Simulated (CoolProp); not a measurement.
Model: reference Helmholtz-energy equation of state, Wu 2012, in CoolProp.

### Question
For fluoroethane (R161), give the phase and the cp (kJ/(kg K)), cv (kJ/(kg K)), isothermal compressibility (1/MPa), expansivity (1/kK) at -119.45 °C and 5 MPa; -56.15 °C and 5 MPa; -24.55 °C and 5 MPa.

### Answer
- -119.45 °C and 5 MPa: liquid; cp 2.06, cv 1.50, isothermal compressibility 0.000562, expansivity 1.37
- -56.15 °C and 5 MPa: liquid; cp 1.91, cv 1.36, isothermal compressibility 0.00108, expansivity 1.54
- -24.55 °C and 5 MPa: liquid; cp 1.99, cv 1.38, isothermal compressibility 0.00161, expansivity 1.78
